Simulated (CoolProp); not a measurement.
Vapour-liquid equilibrium of R134a (1) + R1234ze(E) (2) at -44.35 °C; x and y are mole fractions of (1).

The numbers come from the multi-fluid Helmholtz-energy mixture model, Tillner-Roth 1994 and Thol 2016; pair parameters Bell 2022 in CoolProp.

Question: Give the bubble pressure and the first vapour's composition at x = 0.2, 0.65, 0.8. Is there an azeotrope?

Answer: x = 0.2: 0.3300 bar, y = 0.287; x = 0.65: 0.3828 bar, y = 0.703; x = 0.8: 0.3940 bar, y = 0.828. No azeotrope shows between x = 0.05 and 0.95.

The pair parameters rest on a limited set of measurements; away from them the model extrapolates.
